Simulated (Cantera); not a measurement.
Gas mixture: 100 % NO, at 10.00 Torr, frozen composition.

Cantera's kinetic-theory transport with the Lennard-Jones parameters of GRI-Mech 3.0, ideal gas; thermal conductivity in the multicomponent form. The composition is frozen, though it would react at the higher temperatures.

One state of this run: ρ (kg/m³) = 0.00687; cp (J/kg/K) = 1067; μ (µPa s) = 34.0; λ (mW/m/K) = 51.2; Pr = 0.708; D (cm²/s) NO = 0.000; D (cm²/s) N2 = 66.7; D (cm²/s) CH4 = 73.3. D: mixture-averaged diffusion coefficient of that species in the mixture.

**Question.** Which value of T (K) does it belong to?
A. 1000
B. 700
C. 850
D. 1300

**Answer.** B, 700
